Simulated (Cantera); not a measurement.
Feed: 1 mol PbF2, a varied amount of H2, at 10.0 mbar.

Cantera equilibrium calculation (NASA polynomials, part measured and part estimated; ideal gas, pure solids and liquids). Candidate condensed phases: Pb, PbF2; 16 gas species. The numbers say what is thermodynamically allowed, not how fast it happens.

Task: What condenses at these points (T in K, n(H2) in mol): (1000, 94); (700, 170); (1225, 52); (775, 170); (1150, 43)?

Result: 
```tsv
T (K)	n(H2) in mol	condensed phases	Pb condensed (%)
1000	94	Pb	84.6
700	170	Pb	100.0
1225	52	gas only	0.0
775	170	Pb	100.0
1150	43	gas only	0.0
```
